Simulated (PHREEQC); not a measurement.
## Ultrapure water in contact with air or piping

A made-up water analysis in mg/kgw, 20 °C, pH 6.2, pe 2.2: Na 0.0104; K 0.00646; Ca 0.00616; Mg 0.00616; Cl 0.0272; S(6) as SO4 0.0129; Alkalinity as HCO3 0.0238; Br 0.00274; F 9.39e-05; Zn 0.000179; Si as SiO2 0.00158.

Valence states are taken as typed.

Equilibrium calculation in PHREEQC: ion-association model, phreeqc.dat.

Each row changes one thing in this solution. This is a speciation only: nothing precipitates in the calculation.

```csv
case,ionic strength (mol/kgw),CO2 (mol/kgw),HCO3- (mol/kgw),CO3-2 (mol/kgw),SI of Quartz (SiO2)
as made,2.63e-6,1.53e-6,1.01e-6,6.79e-11,-3.52
all concentrations times 3 at the same typed pH,6.62e-6,(withheld),1.79e-6,(withheld),-3.05
temperature from 20 to 60 °C at the same typed pH,2.63e-6,(withheld),8.69e-7,9.95e-11,-4.06
S(6) from 0.0129 to 0.0387 mg/kgw,(withheld),1.53e-6,1.01e-6,6.79e-11,-3.52
Zn from 0.000179 to 0.000537 mg/kgw,2.64e-6,1.53e-6,1.01e-6,6.79e-11,-3.52
```

**Question.** What belongs in the gaps?

**Answer.** 
- all concentrations times 3 at the same typed pH, CO2 (mol/kgw): 2.72e-6
- all concentrations times 3 at the same typed pH, CO3-2 (mol/kgw): 1.21e-10
- temperature from 20 to 60 °C at the same typed pH, CO2 (mol/kgw): 1.07e-6
- S(6) from 0.0129 to 0.0387 mg/kgw, ionic strength (mol/kgw): 3.17e-6

Complexes and solids missing from the database can't appear. At this temperature some constants are extrapolated from 25 °C, and those without enthalpy data are left unchanged. SiF6-2 is the database's only silicon fluoride.
